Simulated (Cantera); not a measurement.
Feed: 1 mol SiC, 0.0036 mol O2, 20 mol N2, equilibrated at 1673 K and 100 Torr.

Equilibrium computed with Cantera from the NASA thermochemical tables; the gas is ideal and each condensed phase is pure. Candidate condensed phases: C, Si, SiC, SiO2, Si2N2O, Si3N4; 34 gas species. Mutual solubility and eutectic melting of coexisting phases are not modelled. The numbers say what is thermodynamically allowed, not how fast it happens.

Base state: N2 1.000, CO 0.000349, SiO 1.07e-5 (mole fractions); condensed: SiC(s) + Si3N4(s).

What changes in the equilibrium state with this change: temperature from 1673 K to 1123.15 K?


```
species             before    after
----------------  --------  -------
N2                   1.000     1.00
CO                0.000349  4.94e-8
SiO                1.07e-5    <1e-9
SiC(s), mol          0.993        0
Si3N4(s), mol      0.00226    0.329
C(graphite), mol         0    1.000
Si2N2O(s), mol           0  0.00720
```
N2 is the only nitrogen source here; it is nearly inert below about 1500 K, so the nitride shown seldom forms there in practice.
